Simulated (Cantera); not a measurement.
Feed: 1 mol SiC, 0.83 mol C, 0.059 mol H2, at 0.0430 bar.

These are equilibrium values from Cantera (NASA tables, ideal gas, pure condensed phases), not measurements of a reactor. Candidate condensed phases: C, C6H6, C7H8, C8H18, Si, SiC; 87 gas species. Gases not in the tables: Si2H6 and higher silanes. Equilibrium is a limit: real reactors are often held back by kinetics, nucleation or transport. All values below are at 2127 °C.

Base state: H2 0.907, H 0.0731, Si 0.00949, C2H2 (acetylene) 0.00633, SiC2 0.00182, Si2C 0.00104, SiH 0.000580, SiH2 0.000120 (mole fractions); condensed: C(graphite) + SiC(s).

**Question.** What changes in the equilibrium state with this change: pressure from 0.0430 bar to 0.0130 bar?

**Answer.** 
```csv
species,before,after
H2,0.907,0.825
H,0.0731,0.127
Si,0.00949,0.0314
Si2C,0.00104,0.00343
Si2,4.07e-5,0.000135
SiC2,0.00182,0.00603
SiH,0.000580,0.00101
C2H,2.93e-5,5.08e-5
"C(graphite), mol",0.830,0.831
"SiC(s), mol",0.999,0.997
```
